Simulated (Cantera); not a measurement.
Cantera run:

```python
import numpy as np
import cantera as ct

gas_names = """
    H HNO HNO2 HNO3 HO2 H2 H2O H2O2 N NH NH2 NH3 NH2OH NO NO2 NO3 N2 N2H2 N2H4 N2O O OH O2 O3 Si SiH
    SiH2 SiH3 SiH4 SiN SiO SiO2 Si2 Si2N Si3
""".split()
cond_names = """
    H2O(s) H2O(L) Si(cr) Si(L) SiO2(Lqz) SiO2(hqz) SiO2(L) Si2N2O(s) Si3N4(a)
""".split()


# ... load() reads the species with a 1 bar reference pressure and builds the phases ...
atoms = {
    'Si': {'Si': 1},
    'N2O': {'N': 2, 'O': 1},
    'H2': {'H': 2},
}
top_T = {'Si2N2O(s)': 2100, 'Si3N4(a)': 2400}  # K; cautious upper limits of use, not melting points


# ... equilibrate(T, P, feed) seeds the gas with the atoms and calls Mixture.equilibrate('TP', solver="vcs", rtol=1e-11, max_steps=5000) ...
results = []
feed = {'Si': 1, 'N2O': 4.3, 'H2': 14}  # mol
T = 2048  # K
P = 8200  # Pa
mix = equilibrate(T, P, feed)
results.append((T, P, feed, dict(zip(mix.species_names, mix.species_moles))))
print(gas.report(threshold=0.0001))
for i in range(1, mix.n_phases):
    print(f"{mix.phase(i).name:16s} {mix.phase_moles(i):12.5e} mol")
```

It prints:

```
       temperature   2048 K
          pressure   8200 Pa
           density   0.0050709 kg/m^3
  mean mol. weight   10.53 kg/kmol
   phase of matter   gas

                          1 kg             1 kmol
                     ---------------   ---------------
          enthalpy        2.5184e+06        2.6519e+07  J
   internal energy        9.0134e+05        9.4913e+06  J
           entropy             23144        2.4371e+05  J/K
    Gibbs function        -4.488e+07        -4.726e+08  J
 heat capacity c_p            3517.9             37044  J/K
 heat capacity c_v            2728.3             28730  J/K

                      mass frac. Y      mole frac. X     chem. pot. / RT
                     ---------------   ---------------   ---------------
                 H        0.00058957          0.006159           -11.267
                H2           0.11876           0.62033           -22.535
               H2O           0.22685            0.1326           -46.299
                N2           0.61779           0.23222           -30.982
                OH        0.00023156        0.00014337           -35.031
               SiO          0.035724         0.0085334           -42.907
     [  +29 minor]        5.1345e-05        1.1656e-05

Si(L)             0.00000e+00 mol
SiO2(L)           8.41862e-01 mol
Si2N2O(s)         0.00000e+00 mol
Si3N4(a)          0.00000e+00 mol
```

Cantera equilibrium calculation (NASA polynomials, part measured and part estimated; ideal gas, pure solids and liquids). The tables hold silica as quartz up to 1696 K and as liquid above; real silica turns to tridymite and cristobalite and melts near 1996 K. Gases not in the tables: Si(OH)4.
